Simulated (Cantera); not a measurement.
A Cantera script and its output.

```python
import numpy as np
import cantera as ct

gas = ct.Solution("gri30.yaml")
gas.TPX = 1348, 280000, {'CH4': 1, 'H2O': 0.35, 'H2': 0.44}
reactor = ct.IdealGasConstPressureReactor(gas, energy="off", clone=False)
net = ct.ReactorNet([reactor])
net.rtol, net.atol = 1e-08, 1e-18
show = ['CH4', 'H2O', 'H2', 'CH2CO', 'HO2', 'HCO', 'CH2O']
times = np.geomspace(5e-05, 8, 13)

steps = ct.SolutionArray(gas, extra=["t"])
rows = []
print(f"{'t/s':>10s}{'T/K':>9s}{'P/Pa':>11s}" + "".join(f"{s:>11s}" for s in show))
for t in times:
    while net.time < t:
        t_next = net.step()
        steps.append(gas.state, t=t_next)
    rows.append([np.interp(t, steps.t, y) for y in (steps.T, steps.P, *steps(*show).X.T)])
    print(f"{t:10.3e}{rows[-1][0]:9.1f}{rows[-1][1]:11.4g}" + "".join(f"{x:11.3e}" for x in rows[-1][2:]))
rate = np.gradient(steps.T, steps.t)
print("integrator steps:", len(steps.t))
if steps.T.max() > steps.T[0] + 200:
    print(f"time of steepest temperature rise: {steps.t[rate.argmax()]:.4e} s")
gas.TPX = 1348, 280000, {'CH4': 1, 'H2O': 0.35, 'H2': 0.44}
gas.equilibrate("TP")
print(f"equilibrium (TP): T = {gas.T:.1f} K  " + "  ".join(f"{s} {gas[s].X[0]:.3e}" for s in show))
```

Output:

```
       t/s      T/K       P/Pa        CH4        H2O         H2      CH2CO        HO2        HCO       CH2O
 5.000e-05   1348.0    2.8e+05  5.587e-01  1.955e-01  2.458e-01  7.358e-23  1.695e-21  2.214e-18  1.179e-12
 1.357e-04   1348.0    2.8e+05  5.587e-01  1.955e-01  2.458e-01  3.114e-20  3.768e-20  1.003e-16  2.153e-11
 3.684e-04   1348.0    2.8e+05  5.586e-01  1.955e-01  2.458e-01  8.130e-18  2.698e-19  2.264e-15  2.669e-10
 1.000e-03   1348.0    2.8e+05  5.586e-01  1.955e-01  2.458e-01  6.928e-16  3.967e-19  1.485e-14  1.551e-09
 2.714e-03   1348.0    2.8e+05  5.585e-01  1.955e-01  2.459e-01  3.246e-14  4.495e-19  6.353e-14  6.346e-09
 7.368e-03   1348.0    2.8e+05  5.583e-01  1.955e-01  2.460e-01  1.533e-12  5.748e-19  2.651e-13  2.425e-08
 2.000e-02   1348.0    2.8e+05  5.578e-01  1.955e-01  2.463e-01  7.694e-11  7.958e-19  8.280e-13  6.746e-08
 5.429e-02   1348.0    2.8e+05  5.561e-01  1.954e-01  2.474e-01  2.553e-09  9.672e-19  1.251e-12  9.520e-08
 1.474e-01   1348.0    2.8e+05  5.515e-01  1.950e-01  2.507e-01  3.421e-08  1.055e-18  1.319e-12  9.714e-08
 4.000e-01   1348.0    2.8e+05  5.392e-01  1.937e-01  2.599e-01  2.033e-07  1.165e-18  1.418e-12  9.687e-08
 1.086e+00   1348.0    2.8e+05  5.093e-01  1.907e-01  2.822e-01  6.619e-07  1.415e-18  1.779e-12  9.625e-08
 2.947e+00   1348.0    2.8e+05  4.562e-01  1.852e-01  3.216e-01  1.391e-06  2.305e-18  3.701e-12  9.827e-08
 8.000e+00   1348.0    2.8e+05  4.224e-01  1.805e-01  3.475e-01  1.758e-06  3.267e-18  1.144e-11  9.971e-08
integrator steps: 755
equilibrium (TP): T = 1348.0 K  CH4 2.498e-01  H2O 3.232e-05  H2 6.056e-01  CH2CO 2.794e-07  HO2 6.952e-26  HCO 1.338e-09  CH2O 1.091e-07
```

Cantera simulation using GRI-Mech 3.0 (53 species, 325 reactions); the numbers are that mechanism's predictions, not measurements. GRI-Mech 3.0 stops at C3 and has no aromatics, soot or wall deposition, so with more carbon than oxygen in the feed, carbon stays in small species such as C2H2 where larger ones or solid carbon would form.
